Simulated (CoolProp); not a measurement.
The numbers come from the reference Helmholtz-energy equation of state, McLinden 2015 in CoolProp.

Task: For the fluoroketone C6F12O (FK-5-1-12), give the phase and the density (kg/m³), fugacity coefficient at 342.7 K and 780 kPa; 342.7 K and 2800 kPa.

Result: 
- 342.7 K and 780 kPa: liquid; density 1460, fugacity coefficient 0.238
- 342.7 K and 2800 kPa: liquid; density 1480, fugacity coefficient 0.0773
